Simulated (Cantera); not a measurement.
Tantalum, niobium, vanadium and zirconium in process gases: V + N₂O + N₂

Feed: 1 mol V, 0.49 mol N₂O, 0.34 mol N₂, at 902 °C.

These are equilibrium values from Cantera (NASA tables, ideal gas, pure condensed phases), not measurements of a reactor. Candidate condensed phases: V, VN, VO, V₂O₃, V₂O₄, V₂O₅; 13 gas species. Mutual solubility and eutectic melting of coexisting phases are not modelled. VN, VO: taken at fixed stoichiometry. Condensed phases not in the tables: the oxides between V₂O₃ and V₂O₅ other than VO₂, solid solutions among these carbides, nitrides and lower oxides, V₂N. Rates play no part.

From 0.100 Pa to 1.00 Pa the condensed part is VN(s) + VO(s). From 10.0 Pa to 10.0 bar the condensed part is VN(s) + V₂O₃(s).

```
P (Pa)   x N₂  n VN(s)  n VO(s)  n V₂O₃(s)
-------  ----  -------  -------  ---------
0.100    1.00    0.510    0.490          0
1        1.00    0.510    0.490          0
10       1.00    0.673        0      0.163
100      1.00    0.673        0      0.163
1000     1.00    0.673        0      0.163
10000    1.00    0.673        0      0.163
100000   1.00    0.673        0      0.163
1000000  1.00    0.673        0      0.163
```
x: gas mole fraction; n: condensed amount in mol.
